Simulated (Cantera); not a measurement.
A closed system holds: 1 mol V2O5, 4.4 mol H2, at 0.0910 bar.

These are equilibrium values from Cantera (NASA tables, ideal gas, pure condensed phases), not measurements of a reactor. Candidate condensed phases: H2O, V, VO, V2O3, V2O4, V2O5; 12 gas species. Condensed phases not in the tables: the oxides between V2O3 and V2O5 other than VO2. Kinetics and transport are ignored.

### Question
At 1702 °C, list the 4 most abundant gas species with their mole fractions, and the condensed phases.

### Answer
H2 0.543, H2O 0.453, H 0.00334, VO2 0.000545. Condensed: V2O3(s).
